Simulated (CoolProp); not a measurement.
A simple Rankine cycle with R1336mzz(Z): condensing at 305.15 K, boiler at 2.33 MPa, turbine inlet 447 K, turbine efficiency 0.6, pump efficiency 0.8, no recuperator. Each further row changes one setting.

The numbers come from the reference Helmholtz-energy equation of state, McLinden 2020 in CoolProp.

```
case                             thermal efficiency (%)  net work (kJ/kg)  heat in (kJ/kg)  turbine exit temperature (K)  volume ratio over the turbine
-------------------------------  ----------------------  ----------------  ---------------  ----------------------------  -----------------------------
as stated                                          11.6              31.4              271                             ?                              ?
turbine inlet 467 K                                11.6              34.5                ?                         408.0                              ?
condensing temperature 297.15 K                    12.4              34.6                ?                         379.7                           43.7
boiler pressure 1.63 MPa                           10.8              30.6              285                         398.1                           19.3
turbine efficiency 0.5                                ?              25.8              271                             ?                           32.9
```

Fill in the missing entries.


- as stated, turbine exit temperature (K): 383.4
- as stated, volume ratio over the turbine: 32.4
- turbine inlet 467 K, heat in (kJ/kg): 299
- turbine inlet 467 K, volume ratio over the turbine: 29.2
- condensing temperature 297.15 K, heat in (kJ/kg): 280
- turbine efficiency 0.5, thermal efficiency (%): 9.5
- turbine efficiency 0.5, turbine exit temperature (K): 388.9
